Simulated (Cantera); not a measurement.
What does this Cantera script print?

```python
import numpy as np
import cantera as ct

gas = ct.Solution("gri30.yaml")
gas.TPX = 1725, 18000, {'NO': 1, 'N2': 15}
reactor = ct.IdealGasConstPressureReactor(gas, energy="off", clone=False)
net = ct.ReactorNet([reactor])
net.rtol, net.atol = 1e-08, 1e-18
show = ['NO', 'O2', 'NO2', 'N2', 'O']
times = np.geomspace(1e-05, 50, 10)

steps = ct.SolutionArray(gas, extra=["t"])
rows = []
print(f"{'t/s':>10s}{'T/K':>9s}{'P/Pa':>11s}" + "".join(f"{s:>11s}" for s in show))
for t in times:
    while net.time < t:
        t_next = net.step()
        steps.append(gas.state, t=t_next)
    rows.append([np.interp(t, steps.t, y) for y in (steps.T, steps.P, *steps(*show).X.T)])
    print(f"{t:10.3e}{rows[-1][0]:9.1f}{rows[-1][1]:11.4g}" + "".join(f"{x:11.3e}" for x in rows[-1][2:]))
rate = np.gradient(steps.T, steps.t)
print("integrator steps:", len(steps.t))
if steps.T.max() > steps.T[0] + 200:
    print(f"time of steepest temperature rise: {steps.t[rate.argmax()]:.4e} s")
gas.TPX = 1725, 18000, {'NO': 1, 'N2': 15}
gas.equilibrate("TP")
print(f"equilibrium (TP): T = {gas.T:.1f} K  " + "  ".join(f"{s} {gas[s].X[0]:.3e}" for s in show))
```

It prints:

```
       t/s      T/K       P/Pa         NO         O2        NO2         N2          O
 1.000e-05   1725.0    1.8e+04  6.250e-02  1.492e-14  1.161e-12  9.375e-01  8.059e-10
 5.550e-05   1725.0    1.8e+04  6.250e-02  4.544e-13  3.522e-11  9.375e-01  4.450e-09
 3.081e-04   1725.0    1.8e+04  6.250e-02  1.376e-11  1.045e-09  9.375e-01  2.401e-08
 1.710e-03   1725.0    1.8e+04  6.250e-02  3.945e-10  2.639e-08  9.375e-01  1.176e-07
 9.491e-03   1725.0    1.8e+04  6.250e-02  1.281e-08  3.967e-07  9.375e-01  5.263e-07
 5.268e-02   1725.0    1.8e+04  6.249e-02  1.034e-06  2.907e-06  9.375e-01  2.632e-06
 2.924e-01   1725.0    1.8e+04  6.244e-02  2.217e-05  4.238e-06  9.375e-01  3.702e-06
 1.623e+00   1725.0    1.8e+04  6.219e-02  1.470e-04  4.605e-06  9.377e-01  4.012e-06
 9.008e+00   1725.0    1.8e+04  6.079e-02  8.463e-04  6.210e-06  9.384e-01  5.422e-06
 5.000e+01   1725.0    1.8e+04  5.316e-02  4.653e-03  1.034e-05  9.422e-01  1.004e-05
integrator steps: 524
equilibrium (TP): T = 1725.0 K  NO 1.353e-03  O2 3.056e-02  NO2 6.459e-07  N2 9.681e-01  O 2.406e-05
```

Model: GRI-Mech 3.0 (53 species, 325 reactions), integrated in Cantera.
